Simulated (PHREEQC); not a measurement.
A solution holds 0.0012 mol CaCl2 and 0.0027 mol CO2 per kg of water, at 50 °C. Closed to the air; pH follows from the charge balance.

Computed with PHREEQC (ion-association model, wateq4f.dat).

This is a speciation only: nothing precipitates in the calculation.

Estimate the pH.

pH 4.43.

In which forms is C present?

CO2 99 %, HCO3- 1.5 % of the C.

Species that the database lacks are ignored. Constants without temperature data keep their 25 °C values here.
